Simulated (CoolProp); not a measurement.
Vapour pressure (kPa) of ammonia: the reference equation beside estimates from Tc = 132.4 °C, pc = 11360 kPa, ω = 0.256. Clausius-Clapeyron is anchored at 60.05 °C with a constant enthalpy of vaporisation of 16.99 kJ/mol.

Values from CoolProp's reference Helmholtz-energy equation of state, Gao 2020.

| T (°C) | reference | Clausius-Clapeyron | Soave-Redlich-Kwong |
|---|---|---|---|
| 44.35 | 1751 | 1933 | 1773 |
| 49.55 | 2009 | 2144 | 2037 |
| 54.85 | 2301 | 2375 | 2336 |
| 60.05 | 2618 | 2618 | 2660 |
| 65.25 | 2966 | 2876 | 3015 |
| 70.45 | 3347 | 3152 | 3405 |
| 75.75 | 3772 | 3449 | 3838 |
| 80.95 | 4227 | 3759 | 4302 |
| 86.15 | 4723 | 4087 | 4806 |
| 91.35 | 5260 | 4432 | 5351 |
| 96.55 | 5843 | 4796 | 5940 |
| 101.85 | 6485 | 5185 | 6588 |
| 107.05 | 7167 | 5586 | 7272 |
| 112.25 | 7903 | 6007 | 8006 |
| 117.45 | 8697 | 6446 | 8792 |

Absolute difference from the reference over all 15 rows, mean and median: Clausius-Clapeyron 12.5 and 11.1 %, Soave-Redlich-Kwong 1.6 and 1.6 %.
